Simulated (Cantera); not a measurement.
Mixture: CH4 : O2 : N2 : H2O = 1 : 2.06 : 7.75 : 0.44 (molar parts), equivalence ratio 0.97, at 1200000 Pa, adiabatic and at constant volume. Ignition delay is the time to a rise of 400 K.

Detailed kinetics in Cantera: GRI-Mech 3.0 (53 species, 325 reactions). The pressure lies above the range GRI-Mech 3.0 was tuned for (to about 10 atm).

Q: At T0 = 1350 K, what is the delay, and which 7 reactions control it most (d ln τ / d ln k, from doubling and halving each rate constant)?

A: The delay is 0.689 ms.
| reaction | d ln τ / d ln k | faster rate |
|---|---|---|
| 2 CH3 (+M) <=> C2H6 (+M) | 0.53 | lengthens it |
| CH3 + O2 <=> CH3O + O | -0.39 | shortens it |
| CH3 + HO2 <=> CH3O + OH | -0.34 | shortens it |
| CH2O + O2 <=> HCO + HO2 | -0.28 | shortens it |
| CH3 + O2 <=> CH2O + OH | -0.27 | shortens it |
| CH4 + H <=> CH3 + H2 | 0.24 | lengthens it |
| H + O2 <=> O + OH | -0.18 | shortens it |
